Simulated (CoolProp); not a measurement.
Properties of propylene along the isotherm 287.55 °C (Tc = 91.1 °C, pc = 4.555 MPa, ω = 0.146).

Values from CoolProp's reference Helmholtz-energy equation of state, Lemmon 2013.

```csv
p (MPa),phase,cp (kJ/(kg K)),cv (kJ/(kg K)),expansivity (1/kK)
0.759,gas,2.471,(withheld),1.879
1.52,gas,2.492,2.261,1.977
2.28,gas,2.514,2.265,2.079
3.04,gas,2.537,2.268,2.184
3.8,gas,(withheld),2.272,2.292
4.55,gas,2.585,2.276,2.400
5.31,supercritical,(withheld),2.279,2.511
6.07,supercritical,2.638,2.283,2.622
6.83,supercritical,2.665,(withheld),2.734
7.59,supercritical,2.693,2.289,2.843
8.35,supercritical,2.722,2.293,2.950
9.11,supercritical,2.751,2.296,(withheld)
9.87,supercritical,2.779,2.299,3.149
10.6,supercritical,2.806,2.301,3.235
11.4,supercritical,2.834,(withheld),3.319
```

Problem. Some entries are withheld; supply them.

Solution. 
- 0.759, cv (kJ/(kg K)): 2.258
- 3.8, cp (kJ/(kg K)): 2.561
- 5.31, cp (kJ/(kg K)): 2.611
- 6.83, cv (kJ/(kg K)): 2.286
- 9.11, expansivity (1/kK): 3.053
- 11.4, cv (kJ/(kg K)): 2.304
